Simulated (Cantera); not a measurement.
A closed system holds: 1 mol PbO, 3.7 mol CO, equilibrated at 1325 K and 0.473 Torr.

Equilibrium computed with Cantera from the NASA thermochemical tables; the gas is ideal and each condensed phase is pure. Candidate condensed phases: C, Pb, PbO, PbO₂, Pb₃O₄; 15 gas species. Kinetics and transport are ignored.

**Question.** What is the equilibrium state?

**Answer.** 
```
Property                                   Result
--------------------------------------  ---------
x(CO)                                       0.574
x(CO₂)                                      0.213
x(Pb)                                       0.213
x(PbO)                                    1.52e-5
gas amount                              4.700 mol
log10 activity of Pb(l) (absent)            -1.43
log10 activity of C(graphite) (absent)      -5.42
```
